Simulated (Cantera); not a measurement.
Standard-state values (1 bar) from the NASA 1993 polynomials, evaluated with Cantera. Values are per mole of reaction as written; species without (g) are pure solids or liquids, kept so even where they would boil at 1 bar.

3 S + 2 SiH₃(g) = 2 Si + 3 H₂S(g)

| T (K) | ΔH° (kJ) | ΔS° (J/K) | ΔG° (kJ) | log10 K |
|---|---|---|---|---|
| 423 | … | … | … | … |
| 448 | -490.2 | 100.3 | -535.1 | 62.39 |
| 473 | … | … | … | … |
| 498 | -493.3 | 93.8 | -540.0 | 56.63 |
| 523 | -494.8 | 90.7 | -542.3 | 54.16 |
| 548 | -496.3 | 87.9 | -544.5 | 51.90 |
| 573 | -497.8 | 85.3 | -546.7 | 49.83 |
| 598 | -499.1 | 83.1 | -548.8 | 47.93 |
| 623 | -500.3 | 81.1 | -550.8 | 46.18 |
| 648 | … | … | … | … |

**Question.** Some entries are withheld; supply them.

**Answer.** 
- 423, ΔH° (kJ): -488.8
- 423, ΔS° (J/K): 103.5
- 423, ΔG° (kJ): -532.6
- 423, log10 K: 65.76
- 473, ΔH° (kJ): -491.7
- 473, ΔS° (J/K): 97.0
- 473, ΔG° (kJ): -537.6
- 473, log10 K: 59.36
- 648, ΔH° (kJ): -501.4
- 648, ΔS° (J/K): 79.3
- 648, ΔG° (kJ): -552.8
- 648, log10 K: 44.56
